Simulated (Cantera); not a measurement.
# Equilibrium for oxide etching and cleaning by halides: SiO2 + HCl + H2 + SiCl4

A closed system holds: 1 mol SiO2, 6.5 mol HCl, 9.6 mol H2, 1.9 mol SiCl4, held at 0.370 bar.

Cantera equilibrium calculation (NASA polynomials, part measured and part estimated; ideal gas, pure solids and liquids). Candidate condensed phases: H2O, Si, SiO2; 30 gas species. The tables' values for SiCl3 are old estimates; treat these amounts as uncertain. The tables hold silica as quartz up to 1696 K and as liquid above; real silica turns to tridymite and cristobalite and melts near 1996 K. Rates play no part.

```
T (K)  log p H2  log p HCl  log p SiCl4  log p SiCl3  log p SiHCl3  log p SiCl2  log p SiH2Cl2  n SiO2(α-quartz)  n SiO2(β-quartz)
-----  --------  ---------  -----------  -----------  ------------  -----------  -------------  ----------------  ----------------
700       -0.70      -0.87        -1.41        -8.74         -4.93         <-12          -9.63              1.00                 0
750       -0.70      -0.87        -1.41        -7.86         -4.58       -12.04          -8.89              1.00                 0
800       -0.70      -0.87        -1.41        -7.09         -4.28       -10.73          -8.25             1.000                 0
850       -0.71      -0.87        -1.41        -6.42         -4.02        -9.57          -7.69                 0             1.000
900       -0.71      -0.87        -1.41        -5.82         -3.79        -8.55          -7.19                 0             1.000
950       -0.71      -0.87        -1.41        -5.28         -3.58        -7.63          -6.75                 0             1.000
1000      -0.71      -0.87        -1.41        -4.80         -3.40        -6.81          -6.35                 0             1.000
1050      -0.71      -0.87        -1.42        -4.37         -3.23        -6.07          -5.99                 0             1.000
1100      -0.71      -0.87        -1.42        -3.98         -3.09        -5.41          -5.67                 0             1.000
1150      -0.71      -0.87        -1.42        -3.63         -2.95        -4.80          -5.39                 0             1.000
1200      -0.71      -0.87        -1.43        -3.32         -2.84        -4.26          -5.13                 0             1.000
1250      -0.71      -0.86        -1.44        -3.03         -2.74        -3.76          -4.90                 0             1.000
1300      -0.71      -0.86        -1.46        -2.78         -2.66        -3.32          -4.70                 0             1.000
1350      -0.72      -0.85        -1.49        -2.56         -2.60        -2.93          -4.54                 0             1.000
```
log p: log10 of the partial pressure in bar; n: condensed amount in mol.

From 700 K to 800 K the condensed part is SiO2(α-quartz). From 850 K to 1350 K the condensed part is SiO2(β-quartz). The main Si-bearing gas is SiCl4 throughout.
